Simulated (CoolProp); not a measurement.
Isobutane at several states: density (kg/m³) from the reference equation and from simpler models built on Tc = 407.8 K, pc = 3629 kPa, ω = 0.184; each cubic takes its own stable root.

The numbers come from the reference Helmholtz-energy equation of state, Bücker 2006 in CoolProp.

```json
[
 {"T (K)": "123.9", "p (kPa)": "21.3", "phase": "liquid", "reference": "730.7", "van der Waals": "447.9", "Soave-Redlich-Kwong": "667.1", "Peng-Robinson": "746.6"},
 {"T (K)": "471", "p (kPa)": "83.7", "phase": "gas", "reference": "1.248", "van der Waals": "1.248", "Soave-Redlich-Kwong": "1.248", "Peng-Robinson": "1.249"},
 {"T (K)": "399.5", "p (kPa)": "56.1", "phase": "gas", "reference": "0.9872", "van der Waals": "0.9864", "Soave-Redlich-Kwong": "0.9872", "Peng-Robinson": "0.9878"},
 {"T (K)": "298.3", "p (kPa)": "15500", "phase": "liquid", "reference": "576.4", "van der Waals": "387.9", "Soave-Redlich-Kwong": "549.7", "Peng-Robinson": "617.9"}
]
```
